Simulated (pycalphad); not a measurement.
## Effect of Si content in Zr-Si

Source of the numbers: pycalphad with the COST 507 light-alloy database (1999); pressure 1 atm. These are 1990s assessments: newer ones move some temperatures and phases. Amounts are mole fractions of atoms.

Task: One of these alloys has its liquidus at 2108 K, its solidus at 1814 K, and holds bcc 0.96, SIZR3 0.04 at 1200 K. Which?
A) Zr-1.29Si (at.%)
B) Zr-0.65Si (at.%)
C) Zr-2.58Si (at.%)
D) Zr-0.97Si (at.%)
E) Zr-3.87Si (at.%)

Result: D, Zr-0.97Si (at.%). The others: Zr-0.65Si (at.%), liquidus 2115, solidus 1814; Zr-1.29Si (at.%), liquidus 2101, solidus 1814; Zr-2.58Si (at.%), liquidus 2065, solidus 1814; Zr-3.87Si (at.%), liquidus 2023, solidus 1814

Database names, with the compositions (at.%) that they take in these runs: SIZR3: Zr 75 Si 25.
